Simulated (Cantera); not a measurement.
Cantera with NASA thermochemical tables; ideal gases at 1 bar, condensed phases pure. Values are per mole of reaction as written; species without (g) are pure solids or liquids, kept so even where they would boil at 1 bar.

Question: Between 300 and 1900 K, where is each reaction favourable under standard conditions?
- N2O(g) + BaO → Ba + 2 NO(g)

Answer: 
- N2O(g) + BaO → Ba + 2 NO(g): ΔG° is 592 kJ at 300 K and 286 kJ at 1900 K; it stays positive (K < 1). ΔH° is 646 kJ and ΔS° 190 J/K at 1900 K.
